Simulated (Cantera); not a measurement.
Charge: 1 mol SiH4, 1.4 mol O2, at 100000 Pa.

These are equilibrium values from Cantera (NASA tables, ideal gas, pure condensed phases), not measurements of a reactor. Candidate condensed phases: H2O, Si, SiO2; 18 gas species. The tables hold silica as quartz up to 1696 K and as liquid above; real silica turns to tridymite and cristobalite and melts near 1996 K. Gases not in the tables: Si(OH)4. Rates play no part.

Question: Which condensed phases are stable at each of these points (T (°C)): 827, 927, 1027, 1127, 1227, 1327, 1427, 1527, 1627, 1727?

Answer: 
```
T (°C)  condensed phases  Si condensed (%)
------  ----------------  ----------------
827       SiO2(β-quartz)             100.0
927       SiO2(β-quartz)             100.0
1027      SiO2(β-quartz)             100.0
1127      SiO2(β-quartz)             100.0
1227      SiO2(β-quartz)             100.0
1327      SiO2(β-quartz)             100.0
1427     SiO2(condensed)             100.0
1527     SiO2(condensed)             100.0
1627     SiO2(condensed)             100.0
1727             SiO2(l)             100.0
```

From 827 °C to 1327 °C the condensed part is SiO2(β-quartz). From 1427 °C to 1627 °C the condensed part is SiO2(condensed). At 1727 °C the condensed part is SiO2(l).
